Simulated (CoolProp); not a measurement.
500 sccm (0 °C, 1 atm) of nitrogen bubbles through liquid the fluoroketone C6F12O (FK-5-1-12) at 283.5 K and leaves saturated at a total pressure of 0.15 MPa (ideal gas phase). Each further row changes one setting.

Values from CoolProp's reference Helmholtz-energy equation of state, McLinden 2015.

```
case                      vapour pressure (kPa)  mole fraction of vapour  delivery (mg/min)  delivery (sccm)  change of delivery for a bath 1 K warmer (%)
------------------------  ---------------------  -----------------------  -----------------  ---------------  --------------------------------------------
as stated                                  20.9                    0.140               1140             81.1                                           5.7
bath temperature 288.5 K                   26.5                    0.176               1510              107                                           5.7
total pressure 0.3 MPa                     20.9                   0.0698                529             37.5                                           5.3
```
